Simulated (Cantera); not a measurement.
Source: NASA polynomial tables (part measured, part estimated), evaluated in Cantera. Values are per mole of reaction as written; species without (g) are pure solids or liquids, kept so even where they would boil at 1 bar.

CH₄(g) + 2 CaS = 4 H(g) + CS₂(g) + 2 Ca(g)

| T (K) | ΔH° (kJ) | ΔS° (J/K) | ΔG° (kJ) | log10 K |
|---|---|---|---|---|
| 1375 | (withheld) | (withheld) | (withheld) | (withheld) |
| 1525 | 2376.2 | 734.2 | 1256.6 | -43.04 |
| 1675 | 2373.4 | 732.4 | 1146.6 | -35.76 |
| 1825 | 2369.9 | 730.5 | 1036.9 | -29.68 |
| 1975 | 2365.9 | 728.3 | 927.4 | -24.53 |
| 2125 | 2361.4 | 726.2 | 818.4 | -20.12 |
| 2275 | 2356.5 | 723.9 | 709.6 | -16.29 |
| 2425 | (withheld) | (withheld) | (withheld) | (withheld) |
| 2575 | 2345.8 | 719.5 | 493.1 | -10.00 |

Task: Some entries are withheld; supply them.

Result: 
- 1375, ΔH° (kJ): 2378.4
- 1375, ΔS° (J/K): 735.7
- 1375, ΔG° (kJ): 1366.8
- 1375, log10 K: -51.92
- 2425, ΔH° (kJ): 2351.3
- 2425, ΔS° (J/K): 721.7
- 2425, ΔG° (kJ): 601.2
- 2425, log10 K: -12.95
